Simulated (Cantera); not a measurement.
Charge: 1 mol NaCl, 1.4 mol H₂, equilibrated at 950 K and 1.90 Pa.

Cantera equilibrium calculation (NASA polynomials, part measured and part estimated; ideal gas, pure solids and liquids). Candidate condensed phases: Na, NaCl; 10 gas species. The numbers say what is thermodynamically allowed, not how fast it happens.

Base state: H₂ 0.611, NaCl 0.339, Na₂Cl₂ 0.0488, HCl 0.000463, Na 0.000463 (mole fractions); condensed: gas only.

Q: What changes in the equilibrium state with this change: 1.5 mol NH₃ added?

A: 
| species | before | after |
|---|---|---|
| H₂ | 0.611 | 0.683 |
| NaCl | 0.339 | 0.164 |
| N₂ | 0 | 0.140 |
| Na₂Cl₂ | 0.0488 | 0.0115 |
| Na | 0.000463 | 0.000331 |
| HCl | 0.000463 | 0.000331 |
Further candidate phases: NH₄Cl.
